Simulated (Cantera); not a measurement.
An isothermal, constant-pressure homogeneous reactor starts with CH4 : H2 : O2 = 0.036 : 1 : 0.007 (molar parts), at 2275 K and 1330 Pa.

Detailed kinetics in Cantera: GRI-Mech 3.0 (53 species, 325 reactions). GRI-Mech 3.0 stops at C3 and has no aromatics, soot or wall deposition, so with more carbon than oxygen in the feed, carbon stays in small species such as C2H2 where larger ones or solid carbon would form. Radical loss at walls, strong at low pressure, is not modelled.

x: mole fraction; the columns are a selection and need not sum to one.

```tsv
t (s)	x CH4	x H2	x O2	x C2H4	x CO2	x HO2	x H
1.00e-5	0.0345	0.959	0.00671	1.56e-10	1.06e-11	2.26e-6	5.63e-5
3.67e-5	0.0343	0.959	0.00670	1.37e-8	6.83e-10	6.22e-6	0.000228
0.000135	0.0339	0.958	0.00658	(withheld)	(withheld)	(withheld)	(withheld)
0.000495	0.0312	0.953	0.00508	5.18e-5	3.70e-6	2.96e-6	0.00493
0.00182	0.0201	0.942	9.76e-5	0.000220	2.16e-5	2.40e-8	0.0152
0.00667	(withheld)	0.947	(withheld)	(withheld)	(withheld)	1.67e-12	(withheld)
0.0245	0.00118	0.946	3.02e-9	3.24e-6	4.95e-6	1.73e-12	0.0247
0.0899	0.000445	0.941	1.47e-9	1.18e-6	7.54e-6	<1e-12	0.0329
0.330	6.90e-5	0.930	5.21e-12	3.67e-7	5.17e-7	<1e-12	0.0471
1.21	4.75e-6	0.912	<1e-12	2.24e-7	1.15e-11	<1e-12	0.0660
4.45	4.10e-6	0.907	<1e-12	2.05e-7	9.83e-12	<1e-12	0.0706
16.3	4.10e-6	0.907	<1e-12	2.05e-7	9.83e-12	<1e-12	0.0706
60.0	4.10e-6	0.907	<1e-12	2.05e-7	9.83e-12	<1e-12	0.0706
```

Task: What belongs in the gaps?

Result: 
- 0.000135, x C2H4: 9.62e-7
- 0.000135, x CO2: 5.13e-8
- 0.000135, x HO2: 8.46e-6
- 0.000135, x H: 0.000964
- 0.00667, x CH4: 0.00673
- 0.00667, x O2: 2.32e-9
- 0.00667, x C2H4: 4.06e-5
- 0.00667, x CO2: 2.90e-6
- 0.00667, x H: 0.0187
